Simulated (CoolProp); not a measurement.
Cyclopentane along the isotherm 550 K: Z from the reference equation and from simpler models built on Tc = 511.7 K, pc = 4583 kPa, ω = 0.202; each cubic takes its own stable root.

Values from CoolProp's reference Helmholtz-energy equation of state, Gedanitz 2015.

| p (kPa) | phase | reference |
|---|---|---|
| 72.5 | gas | 0.9956 |
| 129 | gas | 0.9921 |
| 229 | gas | 0.9860 |
| 407 | gas | 0.9749 |
| 725 | gas | 0.9549 |
| 1290 | gas | 0.9182 |
| 2290 | gas | 0.8490 |
| 4070 | gas | 0.7065 |
| 7250 | supercritical | 0.3851 |
| 12900 | supercritical | 0.4377 |
| 22900 | supercritical | 0.6791 |

Problem. How far does each simpler model (Soave-Redlich-Kwong, Peng-Robinson) lie from the reference over these 11 states: mean and median of the absolute difference, and the worst?

Solution. 
- Soave-Redlich-Kwong: mean 3.0 %, median 0.3 %, worst +12.4 % at 550 K and 7250 kPa
- Peng-Robinson: mean 1.5 %, median 0.7 %, worst +4.9 % at 550 K and 7250 kPa
